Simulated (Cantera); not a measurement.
A freely propagating, adiabatic, planar premixed flame of H2 : O2 : N2 = 1 : 0.227 : 0.855 (molar parts), unburnt at 450 K and 840000 Pa; mixture-averaged transport, grid criteria slope 0.08 and curve 0.16, no radiation.

Detailed kinetics in Cantera: the H2/O2 subset of GRI-Mech 3.0, which has no nitrogen chemistry. The hydrogen kinetics of GRI-Mech 3.0 are dated; newer H2 mechanisms differ, most at raised pressure. Burning velocities carry a grid error of a few per cent, more on coarse grids.

Question: How do the results move with these cheaper or finer settings: unity-Lewis-number transport; multicomponent transport; multicomponent+Soret transport; grid criteria slope 0.5, curve 1; grid criteria slope 0.25, curve 0.5; grid criteria slope 0.03, curve 0.06?

Answer: 
```csv
setting,laminar burning velocity,thermal thickness,peak x(H2O2),peak x(OH),grid points
as above,471 cm/s,0.0284 mm,0.000116,0.00232,115
unity-Lewis-number transport,298 cm/s,0.0314 mm,6.73e-5,0.00231,108
multicomponent transport,464 cm/s,0.0287 mm,0.000114,0.00230,115
multicomponent+Soret transport,452 cm/s,0.0276 mm,0.000127,0.00241,115
"grid criteria slope 0.5, curve 1",516 cm/s,0.0387 mm,0.000107,0.00240,42
"grid criteria slope 0.25, curve 0.5",486 cm/s,0.0309 mm,0.000119,0.00248,53
"grid criteria slope 0.03, curve 0.06",466 cm/s,0.0277 mm,0.000116,0.00228,255
```
Unity Lewis numbers drop preferential diffusion, which matters most where H2 and H carry the flame; Soret adds thermal diffusion.
